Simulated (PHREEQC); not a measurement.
A solution holds 99 mmol/kgw H2SO4, 0.68 mmol/kgw Al2(SO4)3 and 36 mmol/kgw Na2SO4, at 25 °C. Closed to the air; pH follows from the charge balance.

Equilibrium calculation in PHREEQC: ion-association model, phreeqc.dat.

This is a speciation only: nothing precipitates in the calculation.

**Question.** Estimate the pH, specific conductance, ionic strength.

**Answer.** pH 1.10; specific conductance 37200 µS/cm; ionic strength 0.203 mol/kgw.

**Question.** In which forms is Al present?

**Answer.** AlSO4+ 66 %, Al(SO4)2- 20 %, Al+3 12 %, AlHSO4+2 1.1 % of the Al.

Species that the database lacks are ignored.
